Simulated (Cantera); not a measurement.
Mixture: CO : H2 : O2 : N2 : CO2 = 1 : 0.078 : 0.829 : 3.12 : 0.21 (molar parts), equivalence ratio 0.65, at 0.960 bar, adiabatic and at constant pressure. Ignition delay is the time to a rise of 400 K.

Model: GRI-Mech 3.0 (53 species, 325 reactions), integrated in Cantera. Where the delays flatten at high temperature, the 400 K rule measures the pace of heat release, not the induction time.

Question: Predict: delay at 1250 K; delay at 1325 K; delay at 1400 K; delay at 1475 K; delay at 1550 K.

Answer: 
| Property | Result |
|---|---|
| delay at 1250 K | 0.177 ms |
| delay at 1325 K | 0.153 ms |
| delay at 1400 K | 0.140 ms |
| delay at 1475 K | 0.135 ms |
| delay at 1550 K | 0.136 ms |
